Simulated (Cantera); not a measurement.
Input: 1 mol SiF4, a varied amount of O3, 8.5 mol H2, held at 550 °C and 9.00 Torr.

Equilibrium computed with Cantera from the NASA thermochemical tables; the gas is ideal and each condensed phase is pure. Candidate condensed phases: H2O, Si, SiO2; 38 gas species. Kinetics and transport are ignored.

**Question.** At 9.6 mol O3, list the 4 most abundant gas species with their mole fractions, and the condensed phases.

**Answer.** O2 0.495, H2O 0.330, HF 0.169, SiF4 0.00655. Condensed: SiO2(α-quartz).
